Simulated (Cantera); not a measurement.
A closed system holds: 1 mol TiCl₄, 120 mol H₂, a varied amount of C₃H₈, held at 1425 K and 0.133 bar.

These are equilibrium values from Cantera (NASA tables, ideal gas, pure condensed phases), not measurements of a reactor. Candidate condensed phases: C, C₆H₆, C₇H₈, C₈H₁₈, Ti, TiC, TiCl₂, TiCl₃, TiCl₄; 96 gas species. TiC: taken at fixed stoichiometry. Equilibrium is a limit: real reactors are often held back by kinetics, nucleation or transport.

What share of the Ti ends up in condensed phases as a function of n(C₃H₈) (mol), at 0.078, 0.096, 0.12, 0.15, 0.18, 0.22, 0.27, 0.33, 0.41, 0.5, 0.62, 0.76, 0.94?


```json
[
 {"n(C₃H₈) (mol)": "0.078", "Ti condensed (%)": "23.4", "as": "TiC(s)"},
 {"n(C₃H₈) (mol)": "0.096", "Ti condensed (%)": "28.8", "as": "TiC(s)"},
 {"n(C₃H₈) (mol)": "0.12", "Ti condensed (%)": "36.0", "as": "TiC(s)"},
 {"n(C₃H₈) (mol)": "0.15", "Ti condensed (%)": "45.0", "as": "TiC(s)"},
 {"n(C₃H₈) (mol)": "0.18", "Ti condensed (%)": "54.0", "as": "TiC(s)"},
 {"n(C₃H₈) (mol)": "0.22", "Ti condensed (%)": "66.0", "as": "TiC(s)"},
 {"n(C₃H₈) (mol)": "0.27", "Ti condensed (%)": "81.0", "as": "TiC(s)"},
 {"n(C₃H₈) (mol)": "0.33", "Ti condensed (%)": "98.7", "as": "TiC(s)"},
 {"n(C₃H₈) (mol)": "0.41", "Ti condensed (%)": "99.9", "as": "TiC(s)"},
 {"n(C₃H₈) (mol)": "0.5", "Ti condensed (%)": "99.9", "as": "TiC(s)"},
 {"n(C₃H₈) (mol)": "0.62", "Ti condensed (%)": "99.9", "as": "TiC(s)"},
 {"n(C₃H₈) (mol)": "0.76", "Ti condensed (%)": "99.9", "as": "TiC(s)"},
 {"n(C₃H₈) (mol)": "0.94", "Ti condensed (%)": "99.9", "as": "TiC(s)"}
]
```
